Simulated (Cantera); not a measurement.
# Pyrogenic steam for wet oxidation

An isothermal, constant-pressure homogeneous reactor starts with 31.0 % H2, 39.7 % O2, 29.4 % N2, at 1175 K and 195 Torr.

Cantera simulation using the H2/O2 subset of GRI-Mech 3.0, which has no nitrogen chemistry; the numbers are that mechanism's predictions, not measurements. The temperature is held fixed by assumption; the heat of reaction is taken as removed at once.

| t (s) | x H2 | x O2 | x H2O2 | x H | x HO2 |
|---|---|---|---|---|---|
| 2.00e-6 | 0.310 | 0.397 | 1.07e-12 | 2.66e-9 | 2.75e-9 |
| 2.00e-5 | 0.310 | 0.397 | 1.27e-10 | 2.09e-7 | 3.97e-8 |
| 0.000200 | 0.00844 | 0.285 | 1.29e-5 | 0.00502 | 0.000119 |
| 0.00200 | 6.64e-5 | 0.286 | 1.02e-6 | 1.50e-6 | 4.96e-6 |
| 0.0200 | 6.11e-7 | 0.286 | 7.91e-8 | 7.82e-9 | 1.59e-7 |
| 0.200 | 3.76e-8 | 0.286 | 7.90e-9 | 1.80e-10 | 1.97e-8 |
| 2.00 | 1.02e-8 | 0.286 | 1.95e-9 | 2.49e-11 | 1.73e-8 |
| 20.0 | 1.01e-8 | 0.286 | 1.90e-9 | 2.43e-11 | 1.74e-8 |
| 200 | 1.01e-8 | 0.286 | 1.90e-9 | 2.43e-11 | 1.74e-8 |
x: mole fraction; the columns are a selection and need not sum to one.

Equilibrium at this temperature and pressure: H2 1.01e-8, O2 0.286, H2O2 1.90e-9, H 2.43e-11, HO2 1.74e-8 (gas phase only).
